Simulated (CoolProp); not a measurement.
Vapour-liquid equilibrium of n-hexane (1) + o-xylene (2) at 189.45 °C; x and y are mole fractions of (1).

Computed with CoolProp (multi-fluid Helmholtz-energy mixture model, Thol 2019 and Zhou 2012; pair parameters Bell 2016).

```tsv
x	bubble pressure, mixture model (kPa)	bubble pressure, Raoult's law (kPa)	y, mixture model	y, Raoult's law
0.05	355.3	354.0	0.200	0.215
0.125	448.0	446.4	0.396	0.427
0.2	538.9	538.7	0.525	0.566
0.275	628.2	631.1	0.616	0.664
0.35	716.1	723.5	0.686	0.737
0.425	803.0	815.9	0.741	0.794
0.5	889.7	908.2	0.787	0.839
0.575	976.6	1001	0.826	0.876
0.65	1065	1093	0.861	0.906
0.725	1155	1185	0.893	0.932
0.8	1248	1278	0.923	0.954
0.875	1346	1370	0.951	0.973
0.95	1450	1462	0.980	0.990
```

The largest gap from Raoult's law is -2.6 % in bubble pressure, at x = 0.65. No azeotrope shows between x = 0.05 and 0.95.

The pair parameters rest on a limited set of measurements; away from them the model extrapolates.
